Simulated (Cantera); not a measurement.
NO annealing gas

An isothermal, constant-pressure homogeneous reactor starts with 38.5 % NO, 61.5 % N2, at 1650 K and 0.0651 atm.

Cantera simulation using GRI-Mech 3.0 (53 species, 325 reactions); the numbers are that mechanism's predictions, not measurements.

```
t (s)      x NO    x N2O   x N2      x O      x O2     x NO2
--------  -----  -------  -----  -------  --------  --------
0.000200  0.385  1.04e-7  0.615  1.02e-7  5.12e-11   2.82e-9
0.00103   0.385  5.35e-7  0.615  4.71e-7   1.28e-9   6.88e-8
0.00532   0.385  2.70e-6  0.615  1.56e-6   3.14e-8   1.27e-6
0.0274    0.385  1.25e-5  0.615  3.33e-6   1.09e-6   1.11e-5
0.141     0.384  3.98e-5  0.615  6.21e-6   3.69e-5   3.37e-5
0.729     0.384  5.26e-5  0.616  7.07e-6  0.000351   3.91e-5
3.76      0.380  5.15e-5  0.617  8.29e-6   0.00201   4.79e-5
19.4      0.364  4.63e-5  0.626  1.26e-5    0.0103   7.72e-5
100       0.292  2.87e-5  0.662  2.30e-5    0.0462  0.000123
```
x: mole fraction; the columns are a selection and need not sum to one.

Equilibrium at this temperature and pressure: NO 0.00231, N2O 3.55e-8, N2 0.807, O 4.43e-5, O2 0.191, NO2 2.00e-6 (gas phase only).
